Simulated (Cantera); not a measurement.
Feed: 1 mol SiC, a varied amount of CO₂, 260 mol H₂, 0.13 mol N₂O, at 1825 °C and 0.00480 Torr.

These are equilibrium values from Cantera (NASA tables, ideal gas, pure condensed phases), not measurements of a reactor. Candidate condensed phases: C, C₆H₆, C₇H₈, C₈H₁₈, H₂O, Si, SiC, SiO₂, Si₂N₂O, Si₃N₄; 151 gas species. The numbers say what is thermodynamically allowed, not how fast it happens.

At 0.34 mol CO₂, list the 7 most abundant gas species with their mole fractions, and the condensed phases.

H 0.681, H₂ 0.313, Si 0.00239, CO 0.00204, C₂H₂ (acetylene) 0.000363, N₂ 0.000234, HCN 0.000164. Condensed: gas only.
